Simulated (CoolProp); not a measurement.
Vapour-liquid equilibrium of n-pentane (1) + cyclohexane (2) at 161.05 °C; x and y are mole fractions of (1).

Model: multi-fluid Helmholtz-energy mixture model, Thol 2019 and Zhou 2014; pair parameters Bell 2016, in CoolProp.

```json
[
 {"x": "0.05", "bubble pressure (kPa)": "748.0", "y at the bubble point": "___", "dew pressure at overall composition x (kPa)": "711.6", "liquid density (mol/L)": "7.438"},
 {"x": "0.15", "bubble pressure (kPa)": "___", "y at the bubble point": "0.296", "dew pressure at overall composition x (kPa)": "769.0", "liquid density (mol/L)": "7.332"},
 {"x": "0.25", "bubble pressure (kPa)": "988.9", "y at the bubble point": "___", "dew pressure at overall composition x (kPa)": "___", "liquid density (mol/L)": "___"},
 {"x": "0.35", "bubble pressure (kPa)": "1107", "y at the bubble point": "0.544", "dew pressure at overall composition x (kPa)": "913.4", "liquid density (mol/L)": "7.101"},
 {"x": "0.45", "bubble pressure (kPa)": "1224", "y at the bubble point": "0.636", "dew pressure at overall composition x (kPa)": "1005", "liquid density (mol/L)": "6.975"},
 {"x": "0.55", "bubble pressure (kPa)": "1343", "y at the bubble point": "___", "dew pressure at overall composition x (kPa)": "1114", "liquid density (mol/L)": "6.841"},
 {"x": "0.65", "bubble pressure (kPa)": "1463", "y at the bubble point": "0.786", "dew pressure at overall composition x (kPa)": "1244", "liquid density (mol/L)": "6.696"},
 {"x": "0.75", "bubble pressure (kPa)": "1587", "y at the bubble point": "0.851", "dew pressure at overall composition x (kPa)": "1400", "liquid density (mol/L)": "6.538"},
 {"x": "0.85", "bubble pressure (kPa)": "1716", "y at the bubble point": "0.912", "dew pressure at overall composition x (kPa)": "1585", "liquid density (mol/L)": "6.364"},
 {"x": "0.95", "bubble pressure (kPa)": "1851", "y at the bubble point": "0.971", "dew pressure at overall composition x (kPa)": "1802", "liquid density (mol/L)": "___"}
]
```

**Question.** Some entries are withheld; supply them.

**Answer.** 
- 0.05, y at the bubble point: 0.115
- 0.15, bubble pressure (kPa): 869.7
- 0.25, y at the bubble point: 0.434
- 0.25, dew pressure at overall composition x (kPa): 835.5
- 0.25, liquid density (mol/L): 7.220
- 0.55, y at the bubble point: 0.715
- 0.95, liquid density (mol/L): 6.169

No azeotrope shows between x = 0.05 and 0.95.

Pair parameters are fitted to limited data, so mixtures are less certain than the pure fluids.
